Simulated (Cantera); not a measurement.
An adiabatic, constant-pressure homogeneous reactor starts with 31.6 % H2, 14.4 % O2, 54.0 % N2, at 1475 K and 0.390 bar.

Computed with Cantera and the H2/O2 subset of GRI-Mech 3.0, which has no nitrogen chemistry.

Question: Predict: time of steepest temperature rise; temperature at 0.300 s; equilibrium temperature; x(H2) at 0.300 s; x(O2) at 0.300 s; x(H) at 0.300 s; x(OH) at 0.300 s; x(H2O) at 0.300 s; x(H2O2) at 0.300 s.

Answer: 
| Property | Result |
|---|---|
| time of steepest temperature rise | 36.0 µs |
| temperature at 0.300 s | 2779 K |
| equilibrium temperature | 2779 K |
| x(H2) at 0.300 s | 0.0684 (gas-phase equilibrium 0.0684) |
| x(O2) at 0.300 s | 0.0138 (gas-phase equilibrium 0.0138) |
| x(H) at 0.300 s | 0.0320 (gas-phase equilibrium 0.0320) |
| x(OH) at 0.300 s | 0.0320 (gas-phase equilibrium 0.0320) |
| x(H2O) at 0.300 s | 0.248 (gas-phase equilibrium 0.248) |
| x(H2O2) at 0.300 s | 2.20e-7 (gas-phase equilibrium 2.20e-7) |
